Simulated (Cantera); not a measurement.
Cantera run:

```python
import numpy as np
import cantera as ct

gas_names = [...]  # 113 gases of nasa_gas.yaml made of C, Cu, H, O
cond_names = """
    C(gr) C6H6(L) C7H8(L) C8H18(L),n-octa Cu(cr) Cu(L) CuO(s) CuO2H2(s) Cu2O(s) Cu2O(L) H2O(s) H2O(L)
""".split()


# ... load() reads the species with a 1 bar reference pressure and builds the phases ...
atoms = {
    'CuO': {'Cu': 1, 'O': 1},
    'CH4': {'C': 1, 'H': 4},
    'CO': {'C': 1, 'O': 1},
}
top_T = {'C(gr)': 4500, 'CuO(s)': 1390}  # K; cautious upper limits of use, not melting points


# ... equilibrate(T, P, feed) seeds the gas with the atoms and calls Mixture.equilibrate('TP', solver="vcs", rtol=1e-11, max_steps=5000) ...
results = []
feed = {'CuO': 1, 'CH4': 4.9, 'CO': 0.042}  # mol
T = 2375  # K
for P in [10, 36, 130, 460, 1700, 6000, 22000, 77000, 280000, 1000000]:
    mix = equilibrate(T, P, feed)
    results.append((T, P, feed, dict(zip(mix.species_names, mix.species_moles))))

top = {s: max(r[3][s] / sum(r[3][g] for g in gas_names) for r in results) for s in gas_names}
cols = sorted((s for s in top if top[s] > 1e-05), key=lambda s: -top[s])[:5]
seen = [c for c in cond_names if any(r[3].get(c, 0) > 1e-12 for r in results)]
print("log10 of partial pressures in bar; condensed amounts in mol")
print(f"{'P/Pa':>10s}" + "".join(f"{s[:9]:>10s}" for s in cols + seen))
for T, P, feed, n in results:
    ng = sum(n[g] for g in gas_names)
    print(f"{P:10.4g}" + "".join(f"{np.log10(max(n[s] / ng * P / 1e5, 1e-99)):10.3f}" for s in cols)
          + "".join(f"{n.get(c, 0):10.4g}" for c in seen))
```

Output:

```
log10 of partial pressures in bar; condensed amounts in mol
      P/Pa        H2         H        CO        Cu C2H2,acet     C(gr)     Cu(L)
        10    -4.657    -4.179    -5.231    -5.249    -6.864     3.802         0
        36    -3.845    -3.773    -4.615    -4.633    -6.052     3.808         0
       130    -3.140    -3.421    -4.010    -4.028    -5.347     3.798         0
       460    -2.512    -3.107    -3.431    -3.449    -4.719      3.79         0
      1700    -1.901    -2.801    -2.846    -2.864    -4.108     3.784         0
      6000    -1.332    -2.517    -2.289    -2.307    -3.539     3.782         0
   2.2e+04    -0.755    -2.228    -1.719    -1.739    -2.962      3.78         0
   7.7e+04    -0.205    -1.953    -1.172    -1.198    -2.412     3.778         0
   2.8e+05     0.384    -1.659    -0.584    -1.099    -1.823     3.774     0.674
     1e+06     0.947    -1.377    -0.021    -1.099    -1.260     3.761    0.9109
```

These are equilibrium values from Cantera (NASA tables, ideal gas, pure condensed phases), not measurements of a reactor.
